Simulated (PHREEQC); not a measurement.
Make-up at 40 °C: 1.3 mmol/kgw CdCl2, 0.038 mmol/kgw ZnCl2, 0.49 mmol/kgw H2SO4 and 0.78 mmol/kgw Na2SO4. Closed to the air; pH follows from the charge balance.

All values are PHREEQC results (ion-association model, phreeqc.dat), not measurements.

No solid was allowed to form.

Task: What pH does the model give?

Result: pH 3.08.

Task: In which forms is Cl present?

Result: Cl- 93 %, CdCl+ 6.4 % of the Cl.

At this temperature some constants are extrapolated from 25 °C, and those without enthalpy data are left unchanged.
